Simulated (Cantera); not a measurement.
# Thermodynamics of metals in furnace atmospheres, feed Pb + H2O + H2

Charge: 1 mol Pb, 0.25 mol H2O, a varied amount of H2, equilibrated at 1873 K and 2.90 mbar.

Method: chemical equilibrium by Gibbs-energy minimisation in Cantera with the NASA 1993 tables (ideal gas, pure condensed phases). Candidate condensed phases: H2O, Pb, PbO, PbO2, Pb3O4; 12 gas species. Equilibrium is a limit: real reactors are often held back by kinetics, nucleation or transport.

| n(H2) (mol) | x H2 | x Pb | x H2O | x H | x OH |
|---|---|---|---|---|---|
| 11 | 0.887 | 0.0812 | 0.0203 | 0.0113 | 2.00e-5 |
| 17 | 0.920 | 0.0545 | 0.0136 | 0.0115 | 1.32e-5 |
| 25 | 0.941 | 0.0379 | 0.00946 | 0.0116 | 9.07e-6 |
| 37 | 0.956 | 0.0260 | 0.00649 | 0.0117 | 6.18e-6 |
| 55 | 0.966 | 0.0177 | 0.00441 | 0.0118 | 4.18e-6 |
| 83 | 0.973 | 0.0118 | 0.00295 | 0.0118 | 2.78e-6 |
| 120 | 0.978 | 0.00820 | 0.00205 | 0.0119 | 1.93e-6 |
| 180 | 0.981 | 0.00548 | 0.00137 | 0.0119 | 1.29e-6 |
| 280 | 0.984 | 0.00353 | 0.000883 | 0.0119 | 8.28e-7 |
x: gas mole fraction; nothing condenses.

From 11 mol H2 to 280 mol H2 nothing is condensed. The main Pb-bearing gas is Pb throughout.
